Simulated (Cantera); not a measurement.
A perfectly stirred reactor is fed with CH₃OH : O₂ : N₂ = 1 : 2.03 : 7.62 (molar parts), at 3750 Torr; it is adiabatic with a 725 K inlet, and is followed from long to short residence time, starting on the burning branch (τ in s: 0.27, 0.11, 0.048, 0.02, 0.0083, 0.0035, 0.0015, 0.00061, 0.00026, 0.00011, 4.5e-05, 1.9e-05).

Computed with Cantera and GRI-Mech 3.0 (53 species, 325 reactions). GRI-Mech 3.0 was tuned for natural gas; its chemistry of methanol as a main component is partial and can be far from experiment.

Predict: blow-out, bracketed by the residence times tried; x(CH₃OH) at τ = 0.270 s; x(O₂) at τ = 0.270 s; x(CH₄) at τ = 0.270 s; x(H) at τ = 0.270 s; x(CH₃OH) at τ = 1.50 ms; x(O₂) at τ = 1.50 ms; x(CH₄) at τ = 1.50 ms; x(H) at τ = 1.50 ms.

blow-out, bracketed by the residence times tried: burning at 19.0 µs, the shortest tried
x(CH₃OH) at τ = 0.270 s: 8.49e-8
x(O₂) at τ = 0.270 s: 0.0450
x(CH₄) at τ = 0.270 s: 4.50e-9
x(H) at τ = 0.270 s: 7.48e-5
x(CH₃OH) at τ = 1.50 ms: 1.03e-5
x(O₂) at τ = 1.50 ms: 0.0482
x(CH₄) at τ = 1.50 ms: 2.40e-7
x(H) at τ = 1.50 ms: 0.000236
